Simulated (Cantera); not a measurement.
Charge: 1 mol Si3N4, 1.9 mol HCl, 6.3 mol N2, at 0.560 bar.

Equilibrium computed with Cantera from the NASA thermochemical tables; the gas is ideal and each condensed phase is pure. Candidate condensed phases: NH4Cl, Si, Si3N4; 28 gas species. The tables' values for SiCl3, SiCl, SiN are old estimates; treat these amounts as uncertain. Gases not in the tables: Si2H6 and higher silanes. Rates play no part. All values below are at 1850 °C.

Base state: N2 0.813, H2 0.0689, SiCl2 0.0668, HCl 0.0469, SiCl3 0.00137, H 0.00126, SiCl 0.000691, Cl 0.000629 (mole fractions); condensed: Si(l).

Q: What changes in the equilibrium state with this change: pressure from 0.560 bar to 0.0160 bar?

A: 
| species | before | after |
|---|---|---|
| N2 | 0.813 | 0.798 |
| H2 | 0.0689 | 0.0652 |
| SiCl2 | 0.0668 | 0.0648 |
| Si | 0.000304 | 0.0106 |
| H | 0.00126 | 0.00724 |
| HCl | 0.0469 | 0.0450 |
| SiHCl3 | 1.94e-5 | 5.15e-7 |
| SiCl4 | 2.70e-5 | 7.24e-7 |
| Si(l), mol | 2.29 | 2.16 |
The tables' values for SiCl, SiN, SiCl3 are old estimates; treat these amounts as uncertain.
